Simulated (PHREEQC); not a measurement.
Dissolve 0.03 mol K2SO4 and 0.00108 mol NiSO4 per kg of water at 25 °C. Closed to the air; pH follows from the charge balance.

The numbers come from PHREEQC with the ion-association model, wateq4f.dat.

### Question
The ionic strength comes out as 0.0844 mol/kgw. What activity coefficients do KSO4-, Ni+2, K+, SO4-2 get?

### Answer
KSO4- 0.80, Ni+2 0.39, K+ 0.78, SO4-2 0.39.

No solid was allowed to form. Complexes and solids missing from the database can't appear.
